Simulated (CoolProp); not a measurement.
Acetone at several states: fugacity coefficient from the reference equation and from simpler models built on Tc = 508.1 K, pc = 4.692 MPa, ω = 0.307; each cubic takes its own stable root.

The numbers come from the reference Helmholtz-energy equation of state, Lemmon 2006 in CoolProp. It is a short technical equation, of lower accuracy than the large ones.

```csv
T (K),p (MPa),phase,reference
531.6,0.825,gas,0.9418
339.9,0.0387,gas,0.9839
380.5,0.232,gas,0.9417
382.7,0.548,liquid,0.7639
310.9,0.163,liquid,0.3085
```

**Question.** How far does each simpler model (van der Waals, Redlich-Kwong, Soave-Redlich-Kwong) lie from the reference over these 5 states: mean and median of the absolute difference, and the worst?

**Answer.** 
- van der Waals: mean 48.2 %, median 3.1 %, worst +213.8 % at 310.9 K and 0.163 MPa
- Redlich-Kwong: mean 30.0 %, median 2.2 %, worst +126.8 % at 310.9 K and 0.163 MPa
- Soave-Redlich-Kwong: mean 1.8 %, median 1.4 %, worst +4.6 % at 382.7 K and 0.548 MPa

At some of these states van der Waals, Redlich-Kwong gives the other phase, because its saturation line lies elsewhere.
